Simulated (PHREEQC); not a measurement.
A solution holds 180 mmol/kgw HCl and 3.2 mmol/kgw Al2(SO4)3, at 25 °C. Closed to the air; pH follows from the charge balance.

Model: ion-association model, wateq4f.dat, run in PHREEQC.

* **pH**: 0.86
* **ionic strength**: 0.207 mol/kgw
* **activity of water**: 0.994
* **total alkalinity**: -180 meq/kg

```csv
species,molality,activity,log γ
Cl-,0.180,0.128,-0.149
H+,0.173,0.138,-0.099
HSO4-,0.00708,0.00515,-0.139
Al+3,0.00523,0.000673,-0.890
SO4-2,0.00133,0.000385,-0.539
AlSO4+,0.00113,0.000818,-0.139
AlHSO4+2,3.24e-5,9.99e-6,-0.511
Al(SO4)2-,1.37e-5,9.95e-6,-0.139
AlOH+2,1.57e-7,4.82e-8,-0.514
```

No solid was allowed to form.
